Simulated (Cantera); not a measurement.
Charge: 1 mol toluene, 0.025 mol CO2, 0.78 mol O2, held at 623.15 K and 13.3 mbar.

Cantera equilibrium calculation (NASA polynomials, part measured and part estimated; ideal gas, pure solids and liquids). The numbers say what is thermodynamically allowed, not how fast it happens.

| species | before | after |
|---|---|---|
| H2 | 0.482 | 0.721 |
| CO | 0.00588 | 0.184 |
| CO2 | 0.0729 | 0.0445 |
| H2O | 0.282 | 0.0414 |
| CH4 | 0.157 | 0.00931 |
| C(graphite), mol | 6.15 | 5.81 |
Gas species are given as mole fractions.

Question: Name the change that produced these shifts.
A) temperature from 623.15 K to 800 K
B) temperature from 623.15 K to 1773.15 K
C) pressure from 13.3 mbar to 0.100 bar
D) temperature from 623.15 K to 2925 K

Answer: A, temperature from 623.15 K to 800 K
